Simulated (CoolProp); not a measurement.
Values from CoolProp's reference Helmholtz-energy equation of state, Zhou 2012.

Give the vapour pressure (bar), surface tension (mN/m), vapour viscosity (µPa s), liquid conductivity (mW/(m K)) of saturated o-xylene at 37.65, 47.55 °C.


```tsv
T (°C)	p (bar)	surface tension (mN/m)	vapour viscosity (µPa s)	liquid conductivity (mW/(m K))
37.65	0.0182	28.1	6.87	128
47.55	0.0303	27.1	7.05	125
```

Viscosity comes from a separate model (Cao 2016). Thermal conductivity comes from a separate model (Mylona 2014). Surface tension comes from a separate correlation (Mulero 2014).
